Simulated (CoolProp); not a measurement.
Computed with CoolProp (reference Helmholtz-energy equation of state, Thol 2015).

Q: Give the vapour pressure (MPa), enthalpy of vaporisation (kJ/kg), liquid cp (kJ/(kg K)), vapour Z of saturated 1,2-dichloroethane at 88.55, 120.35, 152.15 °C.

A: 
```csv
T (°C),p (MPa),enthalpy of vaporisation (kJ/kg),liquid cp (kJ/(kg K)),vapour Z
88.55,0.118,321,1.37,0.967
120.35,0.284,302,1.42,0.937
152.15,0.589,280,1.48,0.894
```
